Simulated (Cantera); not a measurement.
An adiabatic, constant-volume homogeneous reactor starts with CH₄ : H₂ : O₂ : N₂ = 1 : 0.36 : 1.68 : 6.31 (molar parts), equivalence ratio 1.3, at 1623 K and 7500 Torr. Integrator tolerance rtol = 1e-08.

Computed with Cantera and GRI-Mech 3.0 (53 species, 325 reactions). Above 3000 K some thermodynamic fits are extrapolated.

Question: What does this change do: pressure from 7500 Torr to 158 Torr?

Answer: 
| quantity | before | after |
|---|---|---|
| time of steepest temperature rise | 24.4 µs | 0.634 ms |
| temperature at 0.700 s | 3197 K | 2820 K |
| equilibrium temperature | 3197 K | 2820 K |
| x(CH₄) at 0.700 s | 8.01e-12 (gas-phase equilibrium 9.51e-12) | <1e-12 (gas-phase equilibrium <1e-12) |
| x(H₂) at 0.700 s | 0.0506 (gas-phase equilibrium 0.0506) | 0.0567 (gas-phase equilibrium 0.0567) |
| x(O₂) at 0.700 s | 0.00387 (gas-phase equilibrium 0.00387) | 0.00932 (gas-phase equilibrium 0.00932) |
| x(CH₂CO) at 0.700 s | <1e-12 (gas-phase equilibrium <1e-12) | <1e-12 (gas-phase equilibrium <1e-12) |
| x(OH) at 0.700 s | 0.0179 (gas-phase equilibrium 0.0179) | 0.0245 (gas-phase equilibrium 0.0245) |
| x(C₂H₂) at 0.700 s | <1e-12 (gas-phase equilibrium <1e-12) | <1e-12 (gas-phase equilibrium <1e-12) |

Question: What does this change do: pressure from 7500 Torr to 750 Torr?

Answer: 
| quantity | before | after |
|---|---|---|
| time of steepest temperature rise | 24.4 µs | 0.159 ms |
| temperature at 0.700 s | 3197 K | 2975 K |
| equilibrium temperature | 3197 K | 2975 K |
| x(CH₄) at 0.700 s | 8.01e-12 (gas-phase equilibrium 9.51e-12) | <1e-12 (gas-phase equilibrium <1e-12) |
| x(H₂) at 0.700 s | 0.0506 (gas-phase equilibrium 0.0506) | 0.0547 (gas-phase equilibrium 0.0547) |
| x(O₂) at 0.700 s | 0.00387 (gas-phase equilibrium 0.00387) | 0.00706 (gas-phase equilibrium 0.00706) |
| x(CH₂CO) at 0.700 s | <1e-12 (gas-phase equilibrium <1e-12) | <1e-12 (gas-phase equilibrium <1e-12) |
| x(OH) at 0.700 s | 0.0179 (gas-phase equilibrium 0.0179) | 0.0227 (gas-phase equilibrium 0.0227) |
| x(C₂H₂) at 0.700 s | <1e-12 (gas-phase equilibrium <1e-12) | <1e-12 (gas-phase equilibrium <1e-12) |
